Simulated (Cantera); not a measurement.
Input: 1 mol SiHCl3, 0.6 mol NH3, 25 mol N2, at 1575 K and 7.50 Torr.

Method: chemical equilibrium by Gibbs-energy minimisation in Cantera with the NASA 1993 tables (ideal gas, pure condensed phases). Candidate condensed phases: NH4Cl, Si, Si3N4; 28 gas species. The tables' values for SiCl3 are old estimates; treat these amounts as uncertain. Equilibrium is a limit: real reactors are often held back by kinetics, nucleation or transport.

Base state: N2 0.897, HCl 0.0499, SiCl2 0.0262, H2 0.0249, SiCl3 0.00130, SiCl4 0.000170, Cl 0.000104, H 6.56e-5 (mole fractions); condensed: Si3N4(s).

**Question.** What changes in the equilibrium state with this change: N2 from 25 to 2.5 mol?

**Answer.** 
| species | before | after |
|---|---|---|
| N2 | 0.897 | 0.486 |
| HCl | 0.0499 | 0.221 |
| H2 | 0.0249 | 0.142 |
| SiCl3 | 0.00130 | 0.0125 |
| SiCl2 | 0.0262 | 0.135 |
| SiHCl3 | 1.13e-5 | 0.000258 |
| SiCl4 | 0.000170 | 0.00301 |
| SiCl | 5.57e-6 | 1.55e-5 |
| H | 6.56e-5 | 0.000157 |
| Cl | 0.000104 | 0.000193 |
| Si3N4(s), mol | 0.0747 | 0.0545 |
The tables' values for SiCl3, SiCl are old estimates; treat these amounts as uncertain.
